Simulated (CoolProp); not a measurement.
Computed with CoolProp (reference Helmholtz-energy equation of state, Lemmon 2006). It is a short technical equation, of lower accuracy than the large ones.

### Question
For isopentane, give the phase and the isothermal compressibility (1/MPa), fugacity coefficient at 500 K and 12.7 MPa.

### Answer
- 500 K and 12.7 MPa: supercritical; isothermal compressibility 0.0205, fugacity coefficient 0.375
